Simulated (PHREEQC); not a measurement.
Make-up at 25 °C: 1 mol KCl and 0.026 mol Na2B4O7 per kg of water. Closed to the air; pH follows from the charge balance.

Computed with PHREEQC (Pitzer model, pitzer.dat).

Task: The ionic strength comes out as 1.05 mol/kgw. What activity coefficients do B(OH)4-, OH-, K+, Cl-, B3O3(OH)4- get?

Result: B(OH)4- 0.48, OH- 0.68, K+ 0.59, Cl- 0.60, B3O3(OH)4- 0.44. Single-ion values are on the MacInnes scale.

No solid was allowed to form. Species that the database lacks are ignored. In brines, pH and single-ion activities rest on the MacInnes convention.
